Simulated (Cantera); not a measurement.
Feed: 1 mol C, 0.086 mol NH3, 28 mol H2, equilibrated at 2975 K and 43.0 mbar.

Equilibrium computed with Cantera from the NASA thermochemical tables; the gas is ideal and each condensed phase is pure. Candidate condensed phases: C, C6H6, C7H8, C8H18; 92 gas species. Rates play no part.

Base state: H 0.494, H2 0.492, C2H2 (acetylene) 0.00889, C2H 0.00148, HCN 0.00131, C3 0.000971, C 0.000519, N2 0.000303 (mole fractions); condensed: gas only.

Problem. What changes in the equilibrium state with this change: temperature from 2975 K to 2473 K?

Solution. 
```tsv
species	before	after
H2	0.492	0.888
H	0.494	0.101
C2H2 (acetylene)	0.00889	0.00856
C2H	0.00148	6.62e-5
C2	0.000175	6.93e-7
C	0.000519	2.66e-6
C(graphite), mol	0	0.432
```
